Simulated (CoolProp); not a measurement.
Vapour pressure (MPa) of R113: the reference equation beside estimates from Tc = 214.1 °C, pc = 3.392 MPa, ω = 0.253. Clausius-Clapeyron is anchored at 126.55 °C with a constant enthalpy of vaporisation of 21.26 kJ/mol.

Values from CoolProp's reference Helmholtz-energy equation of state, Marx 1992.

| T (°C) | reference | Lee-Kesler | Clausius-Clapeyron | Soave-Redlich-Kwong |
|---|---|---|---|---|
| 102.35 | 0.4613 | 0.4631 | 0.5160 | 0.4640 |
| 110.45 | 0.5541 | 0.5563 | 0.5958 | 0.5583 |
| 118.45 | 0.6589 | 0.6613 | 0.6827 | 0.6647 |
| 126.55 | 0.7792 | 0.7818 | 0.7792 | 0.7872 |
| 134.65 | 0.9152 | 0.9178 | 0.8848 | 0.9257 |
| 142.75 | 1.068 | 1.070 | 0.9997 | 1.081 |
| 150.85 | 1.239 | 1.241 | 1.124 | 1.255 |
| 158.85 | 1.427 | 1.429 | 1.257 | 1.447 |
| 166.95 | 1.638 | 1.639 | 1.402 | 1.661 |
| 175.05 | 1.872 | 1.873 | 1.557 | 1.898 |
| 183.15 | 2.130 | 2.131 | 1.723 | 2.158 |

Absolute difference from the reference over all 11 rows, mean and median: Lee-Kesler 0.2 and 0.2 %, Clausius-Clapeyron 9.5 and 9.3 %, Soave-Redlich-Kwong 1.1 and 1.2 %.
